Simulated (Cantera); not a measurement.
Ignition delay

Mixture: C3H8 : O2 : N2 = 1 : 11.6 : 43 (molar parts), equivalence ratio 0.43, at 0.987 atm, adiabatic and at constant pressure. Ignition delay is the time to a rise of 400 K.

Model: GRI-Mech 3.0 (53 species, 325 reactions), integrated in Cantera. GRI-Mech 3.0 was tuned for natural gas; its chemistry of propane as a main component is partial and can be far from experiment.

```tsv
T0 (K)	delay (ms)
1075	86.7
1150	15.8
1225	3.33
1300	0.868
1375	0.287
1450	0.119
1525	0.0602
1600	0.0358
1675	0.0242
1750	0.0190
```

- apparent activation energy between 1600 and 1750 K = 98 kJ/mol
